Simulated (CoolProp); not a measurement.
Properties of propylene along the isobar 0.101 MPa.

The numbers come from the reference Helmholtz-energy equation of state, Lemmon 2013 in CoolProp.

```
T (K)   phase         Z  cv (kJ/(kg K))
-----  ------  --------  --------------
109.6  liquid  0.006277           1.468
122.6  liquid  0.005725           1.424
135.5  liquid         …           1.389
148.5  liquid  0.004922           1.363
161.4  liquid  0.004624           1.345
174.4  liquid         …               …
187.3  liquid  0.004163           1.333
200.3  liquid  0.003985           1.338
213.2  liquid  0.003835           1.350
226.1     gas    0.9644           1.101
239.1     gas         …               …
252       gas    0.9753           1.183
265       gas    0.9790           1.226
277.9     gas    0.9820           1.270
```

Problem. What belongs in the gaps?

Solution. 
- 135.5, Z: 0.005285
- 174.4, Z: 0.004373
- 174.4, cv (kJ/(kg K)): 1.335
- 239.1, Z: 0.9705
- 239.1, cv (kJ/(kg K)): 1.142
